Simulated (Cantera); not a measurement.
# Ignition delay

Mixture: 3.99 % CH4, 1.04 % C2H6, 1.04 % C3H8, 19.7 % O2, 74.2 % N2, equivalence ratio 0.85, at 10.0 bar, adiabatic and at constant pressure. Ignition delay is the time to a rise of 400 K.

Detailed kinetics in Cantera: GRI-Mech 3.0 (53 species, 325 reactions). GRI-Mech 3.0 was tuned for natural gas; its chemistry of propane as a main component is partial and can be far from experiment.

| T0 (K) | delay (ms) |
|---|---|
| 1200 | 0.604 |
| 1300 | 0.171 |
| 1400 | 0.0573 |
| 1500 | 0.0225 |
| 1600 | 0.0102 |
| 1700 | 0.00527 |
| 1800 | 0.00305 |
| 1900 | 0.00194 |
| 2000 | 0.00132 |
| 2100 | 0.000963 |

```
Property                                                Result
--------------------------------------------------  ----------
apparent activation energy between 1900 and 2100 K  120 kJ/mol
```
